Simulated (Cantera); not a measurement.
Source: NASA polynomial tables (part measured, part estimated), evaluated in Cantera. Values are per mole of reaction as written; species without (g) are pure solids or liquids, kept so even where they would boil at 1 bar.

a) Ta + O2(g) = TaO2(g)
b) 1.143 Ti + O2(g) = 0.2857 Ti4O7
c) 2 Si + O2(g) = 2 SiO(g)

Order these by ΔG° at 2575 K, most negative first.

c (-565 kJ), b (-545 kJ), a (-261 kJ)
